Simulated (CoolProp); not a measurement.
Properties of CH3F (R41) along the isobar 0.101 MPa (Tc = 44.1 °C, pc = 5.906 MPa, ω = 0.200).

Model: reference Helmholtz-energy equation of state, Lemmon 2006, in CoolProp. It is a short technical equation, of lower accuracy than the large ones.

| T (°C) | phase | density (kg/m³) | cv (kJ/(kg K)) | speed of sound (m/s) | expansivity (1/kK) |
|---|---|---|---|---|---|
| -99.15 | liquid | 923.2 | 1.331 | 1196 | 2.124 |
| -67.75 | gas | 2.082 | 0.8488 | 252.0 | 5.609 |
| -36.45 | gas | 1.780 | 0.8118 | 272.4 | 4.531 |
| -5.05 | gas | 1.561 | 0.8273 | 289.7 | 3.888 |
| 26.35 | gas | 1.392 | 0.8659 | 305.1 | 3.432 |
| 57.75 | gas | 1.257 | 0.9176 | 319.0 | 3.081 |
| 89.05 | gas | 1.146 | 0.9771 | 331.8 | 2.801 |
| 120.45 | gas | 1.054 | 1.041 | 343.9 | 2.569 |
| 151.85 | gas | 0.9752 | 1.107 | 355.5 | 2.374 |
